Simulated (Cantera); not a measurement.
# Equilibrium for nitride etching: BN + O2 + N2

A closed system holds: 1 mol BN, 4.4 mol O2, 47 mol N2, at 10.0 Torr.

These are equilibrium values from Cantera (NASA tables, ideal gas, pure condensed phases), not measurements of a reactor. Candidate condensed phases: B, BN, B2O3; 17 gas species. Rates play no part.

From 477 °C to 1277 °C the condensed part is B2O3(l). From 1377 °C to 1777 °C nothing is condensed.

```json
[
 {"T (°C)": "477", "log p N2": "-1.91", "log p O2": "-3.02", "log p B2O3": "<-13", "log p BO2": "<-13", "log p NO": "-8.17", "log p O": "<-13", "log p BO": "<-13", "log p NO2": "-9.60", "n B2O3(l)": "0.500"},
 {"T (°C)": "577", "log p N2": "-1.91", "log p O2": "-3.02", "log p B2O3": "<-13", "log p BO2": "<-13", "log p NO": "-7.42", "log p O": "-13.64", "log p BO": "<-13", "log p NO2": "-9.33", "n B2O3(l)": "0.500"},
 {"T (°C)": "677", "log p N2": "-1.91", "log p O2": "-3.02", "log p B2O3": "-12.57", "log p BO2": "-12.40", "log p NO": "-6.83", "log p O": "-12.01", "log p BO": "<-13", "log p NO2": "-9.11", "n B2O3(l)": "0.500"},
 {"T (°C)": "777", "log p N2": "-1.91", "log p O2": "-3.02", "log p B2O3": "-10.49", "log p BO2": "-10.65", "log p NO": "-6.35", "log p O": "-10.69", "log p BO": "<-13", "log p NO2": "-8.93", "n B2O3(l)": "0.500"},
 {"T (°C)": "877", "log p N2": "-1.91", "log p O2": "-3.02", "log p B2O3": "-8.78", "log p BO2": "-9.21", "log p NO": "-5.96", "log p O": "-9.59", "log p BO": "<-13", "log p NO2": "-8.79", "n B2O3(l)": "0.500"},
 {"T (°C)": "977", "log p N2": "-1.91", "log p O2": "-3.02", "log p B2O3": "-7.36", "log p BO2": "-8.01", "log p NO": "-5.62", "log p O": "-8.67", "log p BO": "<-13", "log p NO2": "-8.67", "n B2O3(l)": "0.500"},
 {"T (°C)": "1077", "log p N2": "-1.91", "log p O2": "-3.02", "log p B2O3": "-6.15", "log p BO2": "-6.99", "log p NO": "-5.34", "log p O": "-7.89", "log p BO": "-12.67", "log p NO2": "-8.56", "n B2O3(l)": "0.497"},
 {"T (°C)": "1177", "log p N2": "-1.91", "log p O2": "-3.02", "log p B2O3": "-5.12", "log p BO2": "-6.11", "log p NO": "-5.10", "log p O": "-7.21", "log p BO": "-11.05", "log p NO2": "-8.47", "n B2O3(l)": "0.470"},
 {"T (°C)": "1277", "log p N2": "-1.91", "log p O2": "-3.03", "log p B2O3": "-4.23", "log p BO2": "-5.35", "log p NO": "-4.89", "log p O": "-6.62", "log p BO": "-9.64", "log p NO2": "-8.40", "n B2O3(l)": "0.267"},
 {"T (°C)": "1377", "log p N2": "-1.91", "log p O2": "-3.03", "log p B2O3": "-3.91", "log p BO2": "-4.91", "log p NO": "-4.70", "log p O": "-6.10", "log p BO": "-8.64", "log p NO2": "-8.33", "n B2O3(l)": "0"},
 {"T (°C)": "1477", "log p N2": "-1.91", "log p O2": "-3.04", "log p B2O3": "-3.93", "log p BO2": "-4.68", "log p NO": "-4.54", "log p O": "-5.64", "log p BO": "-7.90", "log p NO2": "-8.27", "n B2O3(l)": "0"},
 {"T (°C)": "1577", "log p N2": "-1.91", "log p O2": "-3.04", "log p B2O3": "-3.95", "log p BO2": "-4.47", "log p NO": "-4.40", "log p O": "-5.24", "log p BO": "-7.25", "log p NO2": "-8.22", "n B2O3(l)": "0"},
 {"T (°C)": "1677", "log p N2": "-1.91", "log p O2": "-3.05", "log p B2O3": "-3.99", "log p BO2": "-4.29", "log p NO": "-4.27", "log p O": "-4.87", "log p BO": "-6.67", "log p NO2": "-8.18", "n B2O3(l)": "0"},
 {"T (°C)": "1777", "log p N2": "-1.91", "log p O2": "-3.06", "log p B2O3": "-4.03", "log p BO2": "-4.14", "log p NO": "-4.15", "log p O": "-4.54", "log p BO": "-6.15", "log p NO2": "-8.14", "n B2O3(l)": "0"}
]
```
log p: log10 of the partial pressure in bar; n: condensed amount in mol.
